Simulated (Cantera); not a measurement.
Feed: 1 mol Pb, 1.9 mol NH3, 8 mol N2, 0.02 mol H2S, held at 1027 °C and 0.100 bar.

Equilibrium computed with Cantera from the NASA thermochemical tables; the gas is ideal and each condensed phase is pure. Candidate condensed phases: Pb, PbS, S; 18 gas species. Equilibrium is a limit: real reactors are often held back by kinetics, nucleation or transport.

Base state: N2 0.736, H2 0.236, Pb 0.0262, PbS 0.00152, H2S 0.000128 (mole fractions); condensed: Pb(l).

Question: What changes in the equilibrium state with this change: H2S from 0.02 to 0.14 mol?

Answer: 
| species | before | after |
|---|---|---|
| N2 | 0.736 | 0.722 |
| H2 | 0.236 | 0.240 |
| Pb | 0.0262 | 0.0262 |
| PbS | 0.00152 | 0.0104 |
| H2S | 0.000128 | 0.000897 |
| Pb(l), mol | 0.662 | 0.546 |
